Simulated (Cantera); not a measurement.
Feed: 1 mol AlN, 1.6 mol Cl₂, 85 mol N₂, at 802 °C and 1.00 bar.

These are equilibrium values from Cantera (NASA tables, ideal gas, pure condensed phases), not measurements of a reactor. Candidate condensed phases: Al, AlCl₃, AlN; 11 gas species. The numbers say what is thermodynamically allowed, not how fast it happens.

Base state: N₂ 0.987, AlCl₃ 0.0115, Cl₂ 0.00114, Cl 3.72e-5 (mole fractions); condensed: gas only.

**Question.** What changes in the equilibrium state with this change: AlN replaced by Si₃N₄?

**Answer.** 
```csv
species,before,after
N₂,0.987,0.991
SiCl₄,0,0.00926
SiCl₃,0,1.09e-5
AlCl₃,0.0115,0
Cl₂,0.00114,<1e-9
Cl,3.72e-5,5.94e-9
"Si₃N₄(s), mol",0,0.733
```
The tables' values for SiCl₃ are old estimates; treat these amounts as uncertain. Further candidate phases: Si, Si₃N₄.
